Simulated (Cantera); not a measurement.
A perfectly stirred reactor is fed with CO : O2 : H2O : N2 = 0.003 : 0.044 : 0.00067 : 1 (molar parts), equivalence ratio 0.034, at 4.93 atm; it is held at 1000 K, and followed from long to short residence time.

Cantera simulation using GRI-Mech 3.0 (53 species, 325 reactions); the numbers are that mechanism's predictions, not measurements.

Predict: x(CO) at τ = 6.90 s; x(O2) at τ = 6.90 s; x(H2O) at τ = 6.90 s; x(CO) at τ = 94.0 ms; x(O2) at τ = 94.0 ms; x(H2O) at τ = 94.0 ms.


* **x(CO) at τ = 6.90 s**: 0.00192
* **x(O2) at τ = 6.90 s**: 0.0415
* **x(H2O) at τ = 6.90 s**: 0.000639
* **x(CO) at τ = 94.0 ms**: 0.00286
* **x(O2) at τ = 94.0 ms**: 0.0420
* **x(H2O) at τ = 94.0 ms**: 0.000639
